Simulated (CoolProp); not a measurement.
Values from CoolProp's reference Helmholtz-energy equation of state, Lemmon 2016.

**Question.** For R227EA, give the phase and the speed of sound (m/s), isothermal compressibility (1/MPa) at 475 K and 4.52 MPa.

**Answer.** 
- 475 K and 4.52 MPa: supercritical; speed of sound 130, isothermal compressibility 0.278
